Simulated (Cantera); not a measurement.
Charge: 1 mol Si3H8, 650 mol H2, 0.01 mol O2, held at 0.110 bar.

Method: chemical equilibrium by Gibbs-energy minimisation in Cantera with the NASA 1993 tables (ideal gas, pure condensed phases). Candidate condensed phases: H2O, Si, SiO2; 18 gas species. The feed counts by its element totals alone. Mutual solubility and eutectic melting of coexisting phases are not modelled. The tables hold silica as quartz up to 1696 K and as liquid above; real silica turns to tridymite and cristobalite and melts near 1996 K. Equilibrium is a limit: real reactors are often held back by kinetics, nucleation or transport.

Question: Which condensed phases are stable at each of these points (T (K)): 900, 975, 1050, 1125, 1200, 1275, 1350, 1425, 1500, 1575, 1650?

Answer: 
| T (K) | condensed phases | Si condensed (%) |
|---|---|---|
| 900 | Si(s) + SiO2(β-quartz) | 100.0 |
| 975 | Si(s) + SiO2(β-quartz) | 100.0 |
| 1050 | Si(s) + SiO2(β-quartz) | 100.0 |
| 1125 | Si(s) + SiO2(β-quartz) | 100.0 |
| 1200 | Si(s) + SiO2(β-quartz) | 99.9 |
| 1275 | Si(s) | 99.3 |
| 1350 | Si(s) | 99.3 |
| 1425 | Si(s) | 99.3 |
| 1500 | Si(s) | 99.3 |
| 1575 | Si(s) | 99.2 |
| 1650 | Si(s) | 99.1 |

From 900 K to 1200 K the condensed part is Si(s) + SiO2(β-quartz). From 1275 K to 1650 K the condensed part is Si(s).
